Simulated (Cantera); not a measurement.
# Gas activation for diamond growth

An isothermal, constant-pressure homogeneous reactor starts with 1.42 % CH₄, 94.7 % H₂, 3.88 % H, at 2473 K and 2200 Pa.

Model: GRI-Mech 3.0 (53 species, 325 reactions), integrated in Cantera. GRI-Mech 3.0 stops at C3 and has no aromatics, soot or wall deposition, so with more carbon than oxygen in the feed, carbon stays in small species such as C2H2 where larger ones or solid carbon would form. Radical loss at walls, strong at low pressure, is not modelled.

```csv
t (s),x CH₄,x H₂,x H,x C₂H₆,x CH₂
3.00e-6,0.0113,0.950,0.0360,5.04e-8,1.89e-5
9.49e-6,0.00920,0.952,0.0339,5.27e-7,9.11e-5
3.00e-5,0.00840,0.953,0.0332,8.62e-7,0.000186
9.49e-5,0.00776,0.953,0.0332,7.41e-7,0.000190
0.000300,0.00619,0.954,0.0335,4.76e-7,0.000163
0.000949,0.00352,0.955,0.0350,1.60e-7,0.000113
0.00300,0.00117,0.953,0.0393,1.98e-8,5.35e-5
0.00949,0.000255,0.946,0.0465,1.07e-9,1.75e-5
0.0300,4.46e-5,0.934,0.0586,3.91e-11,5.07e-6
0.0949,8.07e-6,0.910,0.0835,1.68e-12,1.97e-6
0.300,3.01e-6,0.871,0.123,<1e-12,1.73e-6
0.949,2.23e-6,0.854,0.140,<1e-12,1.72e-6
3.00,2.21e-6,0.853,0.140,<1e-12,1.72e-6
```
x: mole fraction; the columns are a selection and need not sum to one.

Equilibrium at this temperature and pressure: CH₄ 2.24e-6, H₂ 0.853, H 0.140, C₂H₆ <1e-12, CH₂ 1.73e-6 (gas phase only).
